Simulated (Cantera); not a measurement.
Feed: 1 mol SiH2Cl2, 5.1 mol N2, at 11.0 mbar.

Equilibrium computed with Cantera from the NASA thermochemical tables; the gas is ideal and each condensed phase is pure. Candidate condensed phases: NH4Cl, Si, Si3N4; 28 gas species. N2 is the only nitrogen source here; it is nearly inert below about 1500 K, so the nitride shown seldom forms there in practice. Gases not in the tables: Si2H6 and higher silanes. The numbers say what is thermodynamically allowed, not how fast it happens.

### Question
What share of the Si ends up in condensed phases as a function of T (K), at 1323, 1423, 1523, 1623, 1723, 1823, 1923, 2023?

### Answer
```json
[
 {"T (K)": "1323", "Si condensed (%)": "80.5", "as": "Si3N4(s)"},
 {"T (K)": "1423", "Si condensed (%)": "72.7", "as": "Si3N4(s)"},
 {"T (K)": "1523", "Si condensed (%)": "57.6", "as": "Si3N4(s)"},
 {"T (K)": "1623", "Si condensed (%)": "41.8", "as": "Si3N4(s)"},
 {"T (K)": "1723", "Si condensed (%)": "29.0", "as": "Si3N4(s)"},
 {"T (K)": "1823", "Si condensed (%)": "22.2", "as": "Si(l)"},
 {"T (K)": "1923", "Si condensed (%)": "22.2", "as": "Si(l)"},
 {"T (K)": "2023", "Si condensed (%)": "20.0", "as": "Si(l)"}
]
```
